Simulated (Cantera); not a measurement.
# Titanium nitride, carbide and oxide coatings: Ti(OiPr)4 + H2O

Input: 1 mol Ti(OiPr)4, 0.31 mol H2O, at 0.130 bar.

These are equilibrium values from Cantera (NASA tables, ideal gas, pure condensed phases), not measurements of a reactor. Candidate condensed phases: C, C6H6, C7H8, C8H18, H2O, Ti, TiC, TiO, TiO2, Ti2O3, Ti3O5, Ti4O7; 113 gas species. The feed counts by its element totals alone. TiC: taken at fixed stoichiometry. Condensed phases not in the tables: Magnéli phases beyond Ti4O7. The numbers say what is thermodynamically allowed, not how fast it happens.

From 727 °C to 827 °C the condensed part is C(graphite) + TiO2(rutile). At 927 °C the condensed part is C(graphite) + Ti4O7(s). At 1027 °C the condensed part is C(graphite) + Ti3O5(s). From 1127 °C to 1827 °C the condensed part is C(graphite) + TiC(s).

| T (°C) | x H2 | x CO | x CH4 | x H | x H2O | x CO2 | x C2H2 (acetylene) | x CH3 | n C(graphite) | n TiO2(rutile) | n Ti4O7(s) | n Ti3O5(s) | n TiC(s) |
|---|---|---|---|---|---|---|---|---|---|---|---|---|---|
| 727 | 0.851 | 0.133 | 0.00899 | 5.81e-9 | 0.00581 | 0.00130 | 9.71e-10 | 1.06e-9 | 9.66 | 1.00 | 0 | 0 | 0 |
| 827 | 0.857 | 0.138 | 0.00343 | 6.64e-8 | 0.00137 | 0.000218 | 1.14e-8 | 4.86e-9 | 9.66 | 1.00 | 0 | 0 | 0 |
| 927 | 0.847 | 0.152 | 0.00147 | 5.04e-7 | 0.000433 | 5.64e-5 | 8.69e-8 | 1.67e-8 | 9.42 | 0 | 0.250 | 0 | 0 |
| 1027 | 0.843 | 0.156 | 0.000727 | 2.82e-6 | 0.000156 | 1.63e-5 | 4.86e-7 | 4.77e-8 | 9.35 | 0 | 0 | 0.333 | 0 |
| 1127 | 0.768 | 0.231 | 0.000331 | 1.18e-5 | 8.61e-5 | 1.19e-5 | 1.93e-6 | 1.02e-7 | 6.69 | 0 | 0 | 0 | 1.00 |
| 1227 | 0.768 | 0.231 | 0.000197 | 4.28e-5 | 3.97e-5 | 4.62e-6 | 6.93e-6 | 2.22e-7 | 6.69 | 0 | 0 | 0 | 1.00 |
| 1327 | 0.768 | 0.231 | 0.000125 | 0.000132 | 2.02e-5 | 2.03e-6 | 2.11e-5 | 4.39e-7 | 6.69 | 0 | 0 | 0 | 1.00 |
| 1427 | 0.768 | 0.231 | 8.40e-5 | 0.000358 | 1.12e-5 | 9.83e-7 | 5.64e-5 | 7.97e-7 | 6.69 | 0 | 0 | 0 | 1.00 |
| 1527 | 0.768 | 0.231 | 5.89e-5 | 0.000870 | 6.58e-6 | 5.19e-7 | 0.000135 | 1.35e-6 | 6.68 | 0 | 0 | 0 | 1.00 |
| 1627 | 0.766 | 0.231 | 4.29e-5 | 0.00193 | 4.11e-6 | 2.95e-7 | 0.000293 | 2.16e-6 | 6.68 | 0 | 0 | 0 | 1.00 |
| 1727 | 0.764 | 0.231 | 3.22e-5 | 0.00394 | 2.69e-6 | 1.77e-7 | 0.000587 | 3.29e-6 | 6.67 | 0 | 0 | 0 | 1.00 |
| 1827 | 0.761 | 0.231 | 2.48e-5 | 0.00754 | 1.83e-6 | 1.12e-7 | 0.00110 | 4.79e-6 | 6.65 | 0 | 0 | 0 | 1.000 |
x: gas mole fraction; n: condensed amount in mol.
